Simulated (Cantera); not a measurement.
A closed system holds: 1 mol Si3N4, 0.088 mol CO2, 92 mol H2, at 1702 °C and 4.50e-5 bar.

Method: chemical equilibrium by Gibbs-energy minimisation in Cantera with the NASA 1993 tables (ideal gas, pure condensed phases). Kinetics and transport are ignored.

```tsv
species	before	after
H2	0.773	0.999
N2	0.0187	0.00126
CH4	<1e-9	1.32e-5
H	0.179	1.74e-8
Si	0.0271	<1e-9
SiO	0.000840	<1e-9
CO	0.000811	<1e-9
SiH	0.000115	<1e-9
Si2	1.00e-5	<1e-9
HCN	1.03e-5	2.92e-8
SiC(s), mol	0	0.0868
Si2N2O(s), mol	0	0.176
Si3N4(s), mol	0	0.854
```
Gas species are given as mole fractions.

Task: Name the change that produced these shifts.
A) temperature from 1702 °C to 1375 °C
B) pressure from 4.50e-5 bar to 0.133 bar
C) temperature from 1702 °C to 627 °C
D) temperature from 1702 °C to 1250 °C

Result: C, temperature from 1702 °C to 627 °C
